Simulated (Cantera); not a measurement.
Hydrocarbon pyrolysis for carbon deposition

An isothermal, constant-pressure homogeneous reactor starts with C₂H₆ : H₂ = 1 : 2.4 (molar parts), at 1873 K and 1.00 bar.

Computed with Cantera and GRI-Mech 3.0 (53 species, 325 reactions). GRI-Mech 3.0 stops at C3 and has no aromatics, soot or wall deposition, so with more carbon than oxygen in the feed, carbon stays in small species such as C2H2 where larger ones or solid carbon would form.

```json
[
 {"t (s)": "4.00e-5", "x C₂H₆": "0.000528", "x H₂": "0.664", "x C₂H₂": "0.0799", "x CH₃": "0.00318", "x CH₄": "0.203"},
 {"t (s)": "9.87e-5", "x C₂H₆": "0.000264", "x H₂": "0.675", "x C₂H₂": "0.102", "x CH₃": "0.00238", "x CH₄": "0.194"},
 {"t (s)": "0.000243", "x C₂H₆": "0.000231", "x H₂": "0.688", "x C₂H₂": "0.121", "x CH₃": "0.00228", "x CH₄": "0.180"},
 {"t (s)": "0.000600", "x C₂H₆": "0.000178", "x H₂": "0.706", "x C₂H₂": "0.132", "x CH₃": "0.00201", "x CH₄": "0.156"},
 {"t (s)": "0.00148", "x C₂H₆": "0.000104", "x H₂": "0.732", "x C₂H₂": "0.145", "x CH₃": "0.00155", "x CH₄": "0.117"},
 {"t (s)": "0.00365", "x C₂H₆": "4.21e-5", "x H₂": "0.763", "x C₂H₂": "0.160", "x CH₃": "0.000994", "x CH₄": "0.0731"},
 {"t (s)": "0.00900", "x C₂H₆": "1.22e-5", "x H₂": "0.788", "x C₂H₂": "0.171", "x CH₃": "0.000532", "x CH₄": "0.0380"},
 {"t (s)": "0.0222", "x C₂H₆": "3.44e-6", "x H₂": "0.801", "x C₂H₂": "0.177", "x CH₃": "0.000267", "x CH₄": "0.0186"},
 {"t (s)": "0.0548", "x C₂H₆": "1.69e-6", "x H₂": "0.806", "x C₂H₂": "0.180", "x CH₃": "0.000167", "x CH₄": "0.0116"},
 {"t (s)": "0.135", "x C₂H₆": "1.50e-6", "x H₂": "0.807", "x C₂H₂": "0.180", "x CH₃": "0.000153", "x CH₄": "0.0106"},
 {"t (s)": "0.333", "x C₂H₆": "1.50e-6", "x H₂": "0.807", "x C₂H₂": "0.180", "x CH₃": "0.000153", "x CH₄": "0.0105"},
 {"t (s)": "0.822", "x C₂H₆": "1.50e-6", "x H₂": "0.807", "x C₂H₂": "0.180", "x CH₃": "0.000153", "x CH₄": "0.0105"},
 {"t (s)": "2.03", "x C₂H₆": "1.50e-6", "x H₂": "0.807", "x C₂H₂": "0.180", "x CH₃": "0.000153", "x CH₄": "0.0105"},
 {"t (s)": "5.00", "x C₂H₆": "1.50e-6", "x H₂": "0.807", "x C₂H₂": "0.180", "x CH₃": "0.000153", "x CH₄": "0.0105"}
]
```
x: mole fraction; the columns are a selection and need not sum to one.

Equilibrium at this temperature and pressure: C₂H₆ 1.50e-6, H₂ 0.807, C₂H₂ 0.180, CH₃ 0.000153, CH₄ 0.0105 (gas phase only).
